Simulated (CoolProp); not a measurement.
A single-stage vapour-compression cycle with R404A: evaporating at 218.15 K (dew point), condensing at 280.15 K (bubble point), superheat 2 K, subcooling 5 K, compressor efficiency 0.75, no pressure losses. Each further row changes one setting.

The numbers come from the reference Helmholtz-energy equation of state, Lemmon 2003 in CoolProp. It is a pseudo-pure fit of the blend.

```csv
case,cooling COP,pressure ratio,discharge temperature (K),refrigerating effect (kJ/kg),volumetric capacity (kJ/m³)
as stated,1.98,12.1,314.1,133,459
evaporating temperature 223.15 K,2.26,9.34,310.1,136,599
condensing temperature 275.15 K,2.22,10.4,307.9,140,482
subcooling 10 K,2.08,12.1,314.1,140,482
superheat 12 K,1.99,12.1,325.2,141,461
compressor efficiency 0.65,1.71,12.1,324.5,133,459
```
